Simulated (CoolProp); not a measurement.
Vapour-liquid equilibrium of R22 (1) + R134a (2) at 0.309 bar; x and y are mole fractions of (1).

Computed with CoolProp (multi-fluid Helmholtz-energy mixture model, Kamei 1995 and Tillner-Roth 1994; pair parameters Bell 2016).

```tsv
x	bubble temperature (K)	y at the bubble point	dew temperature at overall composition x (K)	liquid density (mol/L)
0.05	222.6	0.120	223.4	14.29
0.2	219.3	0.385	221.7	14.69
0.35	216.8	0.563	219.8	15.10
0.5	214.8	0.696	217.7	15.51
0.65	213.1	0.802	215.5	15.94
0.8	211.6	0.892	213.1	16.39
0.95	210.2	0.974	210.6	16.87
```

No azeotrope shows between x = 0.05 and 0.95.

Pair parameters are fitted to limited data, so mixtures are less certain than the pure fluids.
